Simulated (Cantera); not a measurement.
Charge: 1 mol Fe3O4, 13 mol CO, 0.3 mol N2, at 1502 °C and 0.100 bar.

Equilibrium computed with Cantera from the NASA thermochemical tables; the gas is ideal and each condensed phase is pure. Candidate condensed phases: C, Fe, Fe(CO)5, FeO, Fe2O3, Fe3O4; 27 gas species. Mutual solubility and eutectic melting of coexisting phases are not modelled. The tables' stoichiometric FeO is somewhat more stable than real wüstite, so its field is too wide. FeO: taken at fixed stoichiometry. Equilibrium is a limit: real reactors are often held back by kinetics, nucleation or transport.

Base state: CO 0.870, CO2 0.107, N2 0.0226, Fe 0.000204 (mole fractions); condensed: Fe(δ) + FeO(l).

What changes in the equilibrium state with this change: pressure from 0.100 bar to 10.0 Pa?


```
species        before    after
-----------  --------  -------
CO              0.870    0.704
CO2             0.107    0.171
Fe           0.000204    0.104
N2             0.0226   0.0202
O2            3.81e-9  1.47e-5
O             1.87e-8  3.67e-5
FeO           1.01e-6  0.00101
Fe(δ), mol      0.424        0
FeO(l), mol      2.57     1.45
```
